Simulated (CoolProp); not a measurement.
trans-2-butene at several states: Z from the reference equation and from simpler models built on Tc = 155.5 °C, pc = 4.019 MPa, ω = 0.210; each cubic takes its own stable root.

Computed with CoolProp (reference Helmholtz-energy equation of state, Lemmon 2005). It is a short technical equation, of lower accuracy than the large ones.

| T (°C) | p (MPa) | phase | reference | van der Waals | Redlich-Kwong | Soave-Redlich-Kwong | Peng-Robinson |
|---|---|---|---|---|---|---|---|
| 29.15 | 1.56 | liquid | 0.05845 | 0.09606 | … | … | 0.05689 |
| 223.85 | 0.0768 | gas | 0.9959 | 0.9961 | 0.9958 | 0.9961 | 0.9954 |
| -24.65 | 0.408 | liquid | … | … | 0.01898 | … | 0.01647 |
| 186.45 | 0.134 | gas | 0.9908 | 0.9916 | 0.9907 | 0.9910 | 0.9898 |
| 33.65 | 18 | liquid | … | 0.9931 | 0.7095 | 0.6968 | … |

Task: What belongs in the gaps?

Result: 
- 29.15, Redlich-Kwong: 0.06639
- 29.15, Soave-Redlich-Kwong: 0.06438
- -24.65, reference: 0.01692
- -24.65, van der Waals: 0.02800
- -24.65, Soave-Redlich-Kwong: 0.01858
- 33.65, reference: 0.6440
- 33.65, Peng-Robinson: 0.6200
